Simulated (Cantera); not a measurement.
What does this Cantera script print?

```python
import numpy as np
import cantera as ct

gas_names = [...]  # 109 gases of nasa_gas.yaml made of C, Cl, H, Si
cond_names = """
    C(gr) C6H6(L) C7H8(L) C8H18(L),n-octa Si(cr) Si(L) SiC(b)
""".split()


# ... load() reads the species with a 1 bar reference pressure and builds the phases ...
atoms = {
    '(CH3)2SiCl2': {'C': 2, 'H': 6, 'Si': 1, 'CL': 2},
    'C2H2': {'C': 2, 'H': 2},
    'H2': {'H': 2},
}
top_T = {'C(gr)': 4500, 'SiC(b)': 3050}  # K; cautious upper limits of use, not melting points


# ... equilibrate(T, P, feed) seeds the gas with the atoms and calls Mixture.equilibrate('TP', solver="vcs", rtol=1e-11, max_steps=5000) ...
results = []
feed = {'(CH3)2SiCl2': 1, 'C2H2': 0.021, 'H2': 250}  # mol
P = 190  # Pa
for T in [2273, 2323, 2373, 2423, 2473, 2523, 2573]:
    mix = equilibrate(T, P, feed)
    results.append((T, P, feed, dict(zip(mix.species_names, mix.species_moles))))
    x = sorted(zip(gas.X, gas.species_names), reverse=True)
    print(f"T = {T:g} K  P = {P:g} Pa  gas = {mix.phase_moles(0):.4g} mol")
    print("   x: " + "  ".join(f"{s} {v:.3e}" for v, s in x if v > 0.0001))
    print("   condensed (mol): " + ("  ".join(f"{mix.phase(i).name} {mix.phase_moles(i):.4g}"
          for i in range(1, mix.n_phases) if mix.phase_moles(i) > 1e-12) or "none"))
```

Output:

```
T = 2273 K  P = 190 Pa  gas = 279.4 mol
   x: H2 8.125e-01  H 1.737e-01  HCL 6.192e-03  Si 3.101e-03  C2H2,acetylene 3.063e-03  CL 9.559e-04  SiC2 3.895e-04
   condensed (mol): C(gr) 0.08103
T = 2323 K  P = 190 Pa  gas = 286.6 mol
   x: H2 7.675e-01  H 2.189e-01  HCL 5.786e-03  C2H2,acetylene 3.105e-03  Si 3.043e-03  CL 1.186e-03  SiC2 3.796e-04
   condensed (mol): none
T = 2373 K  P = 190 Pa  gas = 295.3 mol
   x: H2 7.157e-01  H 2.711e-01  HCL 5.326e-03  C2H2,acetylene 2.990e-03  Si 2.978e-03  CL 1.442e-03  SiC2 3.562e-04
   condensed (mol): none
T = 2423 K  P = 190 Pa  gas = 305.7 mol
   x: H2 6.574e-01  H 3.298e-01  HCL 4.817e-03  Si 2.895e-03  C2H2,acetylene 2.842e-03  CL 1.720e-03  SiC2 3.335e-04
   condensed (mol): none
T = 2473 K  P = 190 Pa  gas = 318.1 mol
   x: H2 5.936e-01  H 3.941e-01  HCL 4.274e-03  Si 2.799e-03  C2H2,acetylene 2.655e-03  CL 2.010e-03  SiC2 3.113e-04  C2H 1.195e-04
   condensed (mol): none
T = 2523 K  P = 190 Pa  gas = 332.3 mol
   x: H2 5.258e-01  H 4.624e-01  HCL 3.713e-03  Si 2.693e-03  C2H2,acetylene 2.423e-03  CL 2.303e-03  SiC2 2.886e-04  C2H 1.606e-04
   condensed (mol): none
T = 2573 K  P = 190 Pa  gas = 348.3 mol
   x: H 5.324e-01  H2 4.564e-01  HCL 3.155e-03  CL 2.585e-03  Si 2.584e-03  C2H2,acetylene 2.139e-03  SiC2 2.641e-04  C2H 2.082e-04  C3 1.436e-04  C 1.316e-04
   condensed (mol): none
```

Equilibrium computed with Cantera from the NASA thermochemical tables; the gas is ideal and each condensed phase is pure. The feed counts by its element totals alone.
